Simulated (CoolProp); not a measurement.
A closed Brayton cycle with dry air: compressor inlet 308.15 K and 2.9 MPa, high pressure 6.18 MPa, turbine inlet 690 K, compressor efficiency 0.89, turbine efficiency 0.9, recuperator effectiveness 0.8 (on enthalpy, no pinch check). Each further row changes one setting.

Computed with CoolProp (reference Helmholtz-energy equation of state, Lemmon 2000). It is a pseudo-pure fit of the blend.

```
case                           thermal efficiency (%)  net work (kJ/kg)  compressor to turbine work  compressor exit (K)  turbine exit (K)
-----------------------------  ----------------------  ----------------  --------------------------  -------------------  ----------------
as stated                                        23.9              39.6                        0.68                392.5             574.3
turbine inlet 640 K                               ___              30.4                        0.73                392.5             531.6
compressor inlet 318.15 K                         ___              36.7                         ___                405.1             574.3
high pressure 5.25 MPa                           23.3               ___                        0.65                  ___               ___
recuperator effectiveness 0.5                     ___              39.6                        0.68                392.5             574.3
```

Some entries are withheld; supply them.


- turbine inlet 640 K, thermal efficiency (%): 20.7
- compressor inlet 318.15 K, thermal efficiency (%): 22.6
- compressor inlet 318.15 K, compressor to turbine work: 0.70
- high pressure 5.25 MPa, net work (kJ/kg): 34.8
- high pressure 5.25 MPa, compressor exit (K): 372.8
- high pressure 5.25 MPa, turbine exit (K): 597.6
- recuperator effectiveness 0.5, thermal efficiency (%): 17.8
